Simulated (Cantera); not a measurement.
**Adiabatic ignition**

An adiabatic, constant-pressure homogeneous reactor starts with CH4 : O2 : N2 = 1 : 2.04 : 7.67 (molar parts), equivalence ratio 0.98, at 1725 K and 1300000 Pa.

Cantera simulation using GRI-Mech 3.0 (53 species, 325 reactions); the numbers are that mechanism's predictions, not measurements. The pressure lies above the range GRI-Mech 3.0 was tuned for (to about 10 atm). Above 3000 K some thermodynamic fits are extrapolated.

```tsv
t (s)	T (K)	x CH4	x O2	x CO	x HO2	x CO2	x C2H4	x O
3.00e-6	1725	0.0931	0.190	2.09e-6	1.92e-5	1.47e-7	1.51e-6	5.06e-7
7.44e-6	1727	0.0918	0.190	7.64e-5	4.10e-5	3.63e-6	4.10e-5	1.61e-6
1.85e-5	1803	0.0750	0.177	0.00533	0.000286	0.000213	0.00152	1.54e-5
4.58e-5	3019	<1e-12	0.0210	0.0366	1.83e-5	0.0534	<1e-12	0.00489
0.000114	3009	<1e-12	0.0188	0.0370	1.65e-5	0.0530	<1e-12	0.00446
0.000282	3003	<1e-12	0.0176	0.0372	1.56e-5	0.0528	<1e-12	0.00424
0.000698	3003	<1e-12	0.0176	0.0372	1.55e-5	0.0527	<1e-12	0.00422
0.00173	3003	<1e-12	0.0176	0.0372	1.55e-5	0.0527	<1e-12	0.00422
0.00430	3003	<1e-12	0.0176	0.0372	1.55e-5	0.0527	<1e-12	0.00422
0.0107	3003	<1e-12	0.0176	0.0372	1.55e-5	0.0527	<1e-12	0.00422
0.0264	3003	<1e-12	0.0176	0.0372	1.55e-5	0.0527	<1e-12	0.00422
0.0655	3003	<1e-12	0.0176	0.0372	1.55e-5	0.0527	<1e-12	0.00422
0.163	3003	<1e-12	0.0176	0.0372	1.55e-5	0.0527	<1e-12	0.00422
0.403	3003	<1e-12	0.0176	0.0372	1.55e-5	0.0527	<1e-12	0.00422
1.00	3003	<1e-12	0.0176	0.0372	1.55e-5	0.0527	<1e-12	0.00422
```
x: mole fraction; the columns are a selection and need not sum to one.

The time of steepest temperature rise comes out as 22.8 µs, the temperature at 1.00 s comes out as 3003 K and the equilibrium temperature comes out as 3003 K. The x(CH4) at 1.00 s is <1e-12 (gas-phase equilibrium <1e-12) and the x(O2) at 1.00 s is 0.0176 (gas-phase equilibrium 0.0176). The x(CO) at 1.00 s comes out as 0.0372 (gas-phase equilibrium 0.0372).
